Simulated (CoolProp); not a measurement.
The numbers come from the reference Helmholtz-energy equation of state, Gao 2016 in CoolProp.

Give the vapour pressure (MPa), liquid density (kg/m³), vapour density (kg/m³), enthalpy of vaporisation (kJ/kg) of saturated sulfur dioxide at 28.95, 32.55, 60.95 °C.


```
T (°C)  p (MPa)  liquid density (kg/m³)  vapour density (kg/m³)  enthalpy of vaporisation (kJ/kg)
------  -------  ----------------------  ----------------------  --------------------------------
28.95     0.447                    1360                    12.3                               352
32.55     0.501                    1350                    13.8                               348
60.95      1.13                    1260                    30.3                               316
```
